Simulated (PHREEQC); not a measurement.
Make-up at 35 °C: 2.1 mol HCl and 1 mol MgSO4 per kg of water. Closed to the air; pH follows from the charge balance.

Equilibrium calculation in PHREEQC: Pitzer model, pitzer.dat.

### Question
The ionic strength comes out as 4.59 mol/kgw. What activity coefficients do H+, SO4-2, HSO4-, Cl-, Mg+2 get?

### Answer
H+ 2.9, SO4-2 0.0056, HSO4- 0.87, Cl- 0.60, Mg+2 1.7. Single-ion values are on the MacInnes scale.

This is a speciation only: nothing precipitates in the calculation. In brines, pH and single-ion activities rest on the MacInnes convention.
